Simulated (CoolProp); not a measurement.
Vapour-liquid equilibrium of n-pentane (1) + toluene (2) at 398.6 K; x and y are mole fractions of (1).

Model: multi-fluid Helmholtz-energy mixture model, Thol 2019 and Lemmon 2006; pair parameters Bell 2016, in CoolProp.

| x | bubble pressure (kPa) | y at the bubble point | dew pressure at overall composition x (kPa) | liquid density (mol/L) |
|---|---|---|---|---|
| 0.05 | 207.1 | 0.289 | 159.1 | 8.239 |
| 0.15 | 308.9 | 0.554 | (withheld) | 8.136 |
| 0.25 | 400.8 | 0.682 | 197.4 | 8.027 |
| 0.35 | 485.4 | 0.760 | 224.2 | 7.913 |
| 0.45 | 565.2 | 0.814 | 259.2 | 7.791 |
| 0.55 | 642.2 | 0.857 | (withheld) | (withheld) |
| 0.65 | 718.7 | 0.892 | 373.4 | 7.524 |
| 0.75 | 796.5 | 0.924 | 473.3 | 7.376 |
| 0.85 | 877.9 | 0.955 | 629.1 | 7.217 |
| 0.95 | 964.9 | 0.985 | 864.9 | 7.044 |

**Question.** What belongs in the gaps?

**Answer.** 
- 0.15, dew pressure at overall composition x (kPa): 176.3
- 0.55, dew pressure at overall composition x (kPa): 306.4
- 0.55, liquid density (mol/L): 7.662

No azeotrope shows between x = 0.05 and 0.95.

The pair parameters rest on a limited set of measurements; away from them the model extrapolates. The gap from Raoult's law changes sign with composition, which may be real or a fault of the pair parameters; it wasn't checked against measurements.
